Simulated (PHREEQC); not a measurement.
Solution (10 °C and 500 atm): 0.14 mol HF, 0.14 mol NH4F and 0.001 mol H2SO4 per kg of water. Closed to the air; pH follows from the charge balance.

The numbers come from PHREEQC with the ion-association model, phreeqc.dat.

This is a speciation only: nothing precipitates in the calculation.

Q: What pH does the model give?

A: pH 2.80.

Q: In which forms is F present?

A: HF 39 %, F- 39 %, HF2- 23 % of the F.

Under pressure, the constants of complexes without a molar volume in the database are unreliable. Away from 25 °C the constants follow the database's enthalpies or fits; those with neither stay at their 25 °C values.
